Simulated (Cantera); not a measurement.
A closed system holds: 1 mol H2S, 0.5 mol H2, 4.3 mol O2, at 10.0 mbar.

Cantera equilibrium calculation (NASA polynomials, part measured and part estimated; ideal gas, pure solids and liquids). Candidate condensed phases: H2O, H2SO4, S; 19 gas species. The numbers say what is thermodynamically allowed, not how fast it happens. All values below are at 2823 K.

Base state: O 0.297, O2 0.251, H 0.146, OH 0.0881, SO2 0.0806, H2O 0.0569, SO 0.0471, H2 0.0270 (mole fractions); condensed: gas only.

**Question.** What changes in the equilibrium state with this change: pressure from 10.0 mbar to 1 atm?

**Answer.** 
| species | before | after |
|---|---|---|
| O2 | 0.251 | 0.453 |
| H2O | 0.0569 | 0.237 |
| SO2 | 0.0806 | 0.180 |
| O | 0.297 | 0.0397 |
| H | 0.146 | 0.00803 |
| SO | 0.0471 | 0.00777 |
| H2 | 0.0270 | 0.00832 |
| OH | 0.0881 | 0.0657 |
| S | 0.00610 | 7.44e-5 |
| S2 | 1.74e-5 | 2.63e-7 |

**Question.** What changes in the equilibrium state with this change: pressure from 10.0 mbar to 0.133 bar?

**Answer.** 
```csv
species,before,after
O2,0.251,0.398
H2O,0.0569,0.180
SO2,0.0806,0.154
O,0.297,0.103
H,0.146,0.0331
SO,0.0471,0.0196
H2,0.0270,0.0186
OH,0.0881,0.0921
S,0.00610,0.000551
S2,1.74e-5,1.90e-6
SO3,4.52e-6,3.98e-5
HO2,8.23e-6,3.96e-5
SH,0.000178,4.87e-5
```
